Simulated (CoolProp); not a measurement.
A Linde-Hampson liquefier for nitrogen: isothermal reversible compression at 280 K from 1 atm to 30 MPa, throttling to 1 atm, return gas leaving the recuperator 5 K below the feed. Each further row changes one setting.

The numbers come from the reference Helmholtz-energy equation of state, Span 2000 in CoolProp.

```tsv
case	liquid yield per pass	compression work (kJ/kg of gas)
as stated	0.098	474
high pressure 60 MPa	0.089	549
warm-end temperature 310 K	0.069	529
warm-end gap 10 K	0.086	474
```
